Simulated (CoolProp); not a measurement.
R410A at 293.15 K and 0.525 MPa flows at 20 m/s in a round tube of 4.6 mm bore and 0.25 µm roughness, fully developed (64/Re and Nu = 3.66 if laminar; Colebrook and Gnielinski if turbulent). Each further row changes one setting.

Computed with CoolProp (reference Helmholtz-energy equation of state, Lemmon 2003). It is a pseudo-pure fit of the blend.

```
case             Reynolds number  Darcy friction factor  pressure drop (Pa/m)  heat-transfer coefficient (W/(m² K))  mass flow (kg/h)
---------------  ---------------  ---------------------  --------------------  ------------------------------------  ----------------
as stated                 122000                      …                     …                                   711              20.2
velocity 40 m/s           243000                 0.0155                     …                                  1260              40.5
diameter 9.2 mm           243000                 0.0153                     …                                   618              81.0
```

Task: Complete the blanks.

Result: 
- as stated, Darcy friction factor: 0.0176
- as stated, pressure drop (Pa/m): 12900
- velocity 40 m/s, pressure drop (Pa/m): 45700
- diameter 9.2 mm, pressure drop (Pa/m): 5630

Viscosity comes from a separate model (Geller 2000). Thermal conductivity comes from a separate model (Geller 2001).
